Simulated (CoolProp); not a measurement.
R365MFC along the isotherm 444 K: Z from the reference equation and from simpler models built on Tc = 460.0 K, pc = 32.66 bar, ω = 0.377; each cubic takes its own stable root.

Model: reference Helmholtz-energy equation of state, Lemmon 2016, in CoolProp.

| p (bar) | phase | reference | Pitzer virial | van der Waals | Redlich-Kwong | Soave-Redlich-Kwong | Peng-Robinson |
|---|---|---|---|---|---|---|---|
| 1.48 | gas | 0.9813 | 0.9819 | 0.9852 | 0.9827 | 0.9823 | 0.9805 |
| 2.97 | gas | 0.9621 | 0.9636 | 0.9698 | 0.9649 | 0.9640 | 0.9604 |
| 4.45 | gas | 0.9424 | 0.9455 | 0.9542 | 0.9467 | 0.9454 | 0.9400 |
| 5.94 | gas | 0.9222 | 0.9272 | 0.9380 | 0.9280 | 0.9261 | 0.9190 |
| 7.42 | gas | 0.9014 | 0.9090 | 0.9213 | 0.9088 | 0.9064 | 0.8976 |
| 8.91 | gas | 0.8799 | 0.8908 | 0.9040 | 0.8888 | 0.8858 | 0.8753 |
| 10.4 | gas | 0.8575 | 0.8725 | 0.8861 | 0.8682 | 0.8645 | 0.8524 |
| 11.9 | gas | 0.8342 | 0.8541 | 0.8673 | 0.8467 | 0.8422 | 0.8284 |
| 13.4 | gas | 0.8097 | 0.8357 | 0.8477 | 0.8243 | 0.8189 | 0.8035 |
| 14.8 | gas | 0.7858 | 0.8186 | 0.8286 | 0.8024 | 0.7962 | 0.7792 |
| 16.3 | gas | 0.7587 | 0.8002 | 0.8070 | 0.7778 | 0.7704 | 0.7519 |
